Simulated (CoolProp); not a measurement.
Fluorine along the isotherm -120.55 °C: fugacity coefficient from the reference equation and from simpler models built on Tc = -128.7 °C, pc = 5240 kPa, ω = 0.045; each cubic takes its own stable root.

The numbers come from the reference Helmholtz-energy equation of state, de Reuck 1990 in CoolProp.

| p (kPa) | phase | reference | Redlich-Kwong | Soave-Redlich-Kwong | Peng-Robinson |
|---|---|---|---|---|---|
| 2220 | gas | 0.8844 | ___ | 0.8805 | 0.8674 |
| 4440 | gas | 0.7700 | 0.7644 | 0.7655 | 0.7436 |
| 6670 | supercritical | 0.6524 | 0.6472 | 0.6493 | 0.6234 |
| 8890 | supercritical | 0.5409 | 0.5412 | 0.5439 | 0.5180 |
| 11100 | supercritical | ___ | 0.4713 | 0.4739 | 0.4480 |
| 13300 | supercritical | 0.4188 | 0.4241 | ___ | 0.4005 |
| 15600 | supercritical | 0.3829 | ___ | 0.3918 | 0.3651 |
| 17800 | supercritical | 0.3579 | ___ | 0.3673 | 0.3401 |
| 20000 | supercritical | 0.3391 | 0.3465 | 0.3489 | 0.3210 |

Q: Complete the blanks.

A: 
- 2220, Redlich-Kwong: 0.8800
- 11100, reference: 0.4677
- 13300, Soave-Redlich-Kwong: 0.4267
- 15600, Redlich-Kwong: 0.3893
- 17800, Redlich-Kwong: 0.3649
